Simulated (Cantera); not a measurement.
# Moist CO burnout

An isothermal, constant-pressure homogeneous reactor starts with CO : O2 : H2O : N2 = 0.0018 : 0.013 : 0.0021 : 1 (molar parts), equivalence ratio 0.069, at 1448 K and 1280 Torr.

Model: GRI-Mech 3.0 (53 species, 325 reactions), integrated in Cantera.

```
t (s)         x CO    x O2    x H2O      x NO     x OH     x HO2
--------  --------  ------  -------  --------  -------  --------
0.000100   0.00177  0.0128  0.00207    <1e-12  1.32e-9  3.11e-10
0.000387   0.00177  0.0128  0.00207    <1e-12  1.81e-8   1.78e-9
0.00150    0.00176  0.0128  0.00206  1.13e-11  3.22e-6   2.25e-7
0.00578   0.000426  0.0121  0.00202   1.83e-7  6.90e-5   1.22e-6
0.0224     2.60e-5  0.0119  0.00206   4.00e-7  2.07e-5   1.64e-7
0.0865     1.04e-6  0.0119  0.00206   4.48e-7  6.94e-6   1.44e-8
0.334      4.40e-8  0.0119  0.00207   4.55e-7  3.34e-6   2.99e-9
1.29       2.73e-8  0.0119  0.00207   4.58e-7  3.02e-6   2.52e-9
5.00       2.73e-8  0.0119  0.00207   4.69e-7  3.02e-6   2.52e-9
```
x: mole fraction; the columns are a selection and need not sum to one.

Equilibrium at this temperature and pressure: CO 2.75e-8, O2 0.0118, H2O 0.00207, NO 0.000250, OH 3.01e-6, HO2 2.50e-9 (gas phase only).
